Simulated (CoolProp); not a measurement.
CH2F2 (R32) along the isotherm 161.85 °C: density (kg/m³) from the reference equation and from simpler models built on Tc = 78.1 °C, pc = 5783 kPa, ω = 0.277; each cubic takes its own stable root.

Model: reference Helmholtz-energy equation of state, Tillner-Roth 1997, in CoolProp.

| p (kPa) | phase | reference |
|---|---|---|
| 542 | gas | 7.929 |
| 1080 | gas | 16.07 |
| 1630 | gas | 24.70 |
| 2170 | gas | 33.48 |
| 2710 | gas | 42.60 |
| 3250 | gas | 52.07 |
| 3790 | gas | 61.91 |
| 4340 | gas | 72.36 |
| 4880 | gas | 83.05 |
| 5420 | gas | 94.20 |
| 5960 | supercritical | 105.8 |
| 6510 | supercritical | 118.2 |
| 7050 | supercritical | 130.9 |
| 7590 | supercritical | 144.2 |
| 8130 | supercritical | 158.0 |
| 8670 | supercritical | 172.5 |

### Question
How far does each simpler model (van der Waals, Redlich-Kwong, Soave-Redlich-Kwong) lie from the reference over these 16 states: mean and median of the absolute difference, and the worst?

### Answer
- van der Waals: mean 1.8 %, median 1.0 %, worst +6.4 % at 161.85 °C and 8670 kPa
- Redlich-Kwong: mean 0.6 %, median 0.5 %, worst +1.3 % at 161.85 °C and 8670 kPa
- Soave-Redlich-Kwong: mean 2.8 %, median 2.5 %, worst -6.5 % at 161.85 °C and 8670 kPa
